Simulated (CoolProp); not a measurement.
Vapour-liquid equilibrium of R1234yf (1) + R134a (2) at 0.847 MPa; x and y are mole fractions of (1).

Values from CoolProp's multi-fluid Helmholtz-energy mixture model, Lemmon 2022 and Tillner-Roth 1994; pair parameters Bell 2022.

```
x     bubble temperature, mixture model (K)  bubble temperature, Raoult's law (K)  y, mixture model  y, Raoult's law
----  -------------------------------------  ------------------------------------  ----------------  ---------------
0.05                                  306.1                                 306.5             0.058            0.051
0.15                                  305.5                                 306.4             0.166            0.152
0.25                                  305.0                                 306.4             0.267            0.252
0.35                                  304.7                                 306.3             0.363            0.353
0.45                                  304.5                                 306.3             0.456            0.453
0.55                                  304.5                                 306.3             0.549            0.553
0.65                                  304.6                                 306.2             0.642            0.653
0.75                                  304.8                                 306.2             0.737            0.752
0.85                                  305.2                                 306.1             0.837            0.852
0.95                                  305.7                                 306.1             0.944            0.951
```

The largest gap from Raoult's law is -1.8 K in bubble temperature, at x = 0.55. y crosses x between x = 0.45 and 0.55: the model has an azeotrope there.

The pair parameters rest on a limited set of measurements; away from them the model extrapolates.
